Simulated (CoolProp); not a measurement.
Vapour-liquid equilibrium of R152A (1) + isobutane (2) at 10.3 bar; x and y are mole fractions of (1).

Computed with CoolProp (multi-fluid Helmholtz-energy mixture model, Outcalt 1996 and Bücker 2006; pair parameters Bell 2016).

```json
[
 {"x": "0.05", "bubble temperature (K)": "(withheld)", "y at the bubble point": "(withheld)", "dew temperature at overall composition x (K)": "338.7", "liquid density (mol/L)": "8.659"},
 {"x": "0.15", "bubble temperature (K)": "327.5", "y at the bubble point": "(withheld)", "dew temperature at overall composition x (K)": "334.5", "liquid density (mol/L)": "9.035"},
 {"x": "0.25", "bubble temperature (K)": "322.4", "y at the bubble point": "0.439", "dew temperature at overall composition x (K)": "330.4", "liquid density (mol/L)": "9.376"},
 {"x": "0.35", "bubble temperature (K)": "319.1", "y at the bubble point": "0.524", "dew temperature at overall composition x (K)": "326.1", "liquid density (mol/L)": "9.710"},
 {"x": "0.45", "bubble temperature (K)": "317.0", "y at the bubble point": "(withheld)", "dew temperature at overall composition x (K)": "322.0", "liquid density (mol/L)": "10.06"},
 {"x": "0.55", "bubble temperature (K)": "315.6", "y at the bubble point": "0.642", "dew temperature at overall composition x (K)": "318.2", "liquid density (mol/L)": "(withheld)"},
 {"x": "0.65", "bubble temperature (K)": "314.8", "y at the bubble point": "0.694", "dew temperature at overall composition x (K)": "315.5", "liquid density (mol/L)": "10.87"},
 {"x": "0.75", "bubble temperature (K)": "314.5", "y at the bubble point": "0.750", "dew temperature at overall composition x (K)": "314.5", "liquid density (mol/L)": "11.36"},
 {"x": "0.85", "bubble temperature (K)": "314.9", "y at the bubble point": "0.821", "dew temperature at overall composition x (K)": "315.3", "liquid density (mol/L)": "11.91"},
 {"x": "0.95", "bubble temperature (K)": "316.4", "y at the bubble point": "0.925", "dew temperature at overall composition x (K)": "316.9", "liquid density (mol/L)": "12.51"}
]
```

Problem. Some entries are withheld; supply them.

Solution. 
- 0.05, bubble temperature (K): 335.3
- 0.05, y at the bubble point: 0.131
- 0.15, y at the bubble point: 0.318
- 0.45, y at the bubble point: 0.588
- 0.55, liquid density (mol/L): 10.44

y crosses x between x = 0.65 and 0.75: the model has an azeotrope there.

Pair parameters are fitted to limited data, so mixtures are less certain than the pure fluids.
